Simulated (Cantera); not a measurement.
**Abatement and gas-phase synthesis: CS₂ + H₂O + O₂**

Input: 1 mol CS₂, 0.17 mol H₂O, a varied amount of O₂, held at 2425 °C and 7.50 Torr.

Cantera equilibrium calculation (NASA polynomials, part measured and part estimated; ideal gas, pure solids and liquids). Candidate condensed phases: C, C₆H₆, C₇H₈, C₈H₁₈, H₂O, H₂SO₄, S; 123 gas species. The numbers say what is thermodynamically allowed, not how fast it happens.

```
n(O₂) (mol)     x S   x CO     x SO₂     x SO      x O₂      x S₂      x O     x H    x CO₂     x CS     x OH     x H₂      x SH
-----------  ------  -----  --------  -------  --------  --------  -------  ------  -------  -------  -------  -------  --------
0.33          0.368  0.310  8.61e-11  1.17e-5  1.42e-12     0.150  4.26e-7  0.0773  3.79e-7   0.0605  1.62e-7   0.0188    0.0119
0.76          0.286  0.325    0.0219    0.164  0.000462    0.0912  0.00770  0.0683  0.00718  2.73e-6  0.00259   0.0147   0.00820
1.2           0.187  0.295    0.0865    0.264   0.00279    0.0391   0.0189  0.0620   0.0160  6.61e-7  0.00578   0.0121   0.00488
1.6           0.114  0.271     0.164    0.284   0.00866    0.0145   0.0333  0.0563   0.0259  2.10e-7  0.00925  0.00996   0.00270
2            0.0618  0.244     0.240    0.253    0.0235   0.00425   0.0549  0.0495   0.0384  6.20e-8   0.0134  0.00772   0.00128
2.5          0.0284  0.205     0.296    0.190    0.0629  0.000898   0.0898  0.0408   0.0530  1.47e-8   0.0181  0.00522  0.000486
2.9          0.0173  0.177     0.304    0.151     0.106  0.000334    0.117  0.0350   0.0594  5.95e-9   0.0201  0.00385  0.000255
3.3          0.0119  0.154     0.296    0.123     0.151  0.000158    0.139  0.0306   0.0616  2.99e-9   0.0210  0.00295  0.000153
```
x: gas mole fraction; nothing condenses.

From 0.33 mol O₂ to 3.3 mol O₂ nothing is condensed. The main C-bearing gas is CO throughout.
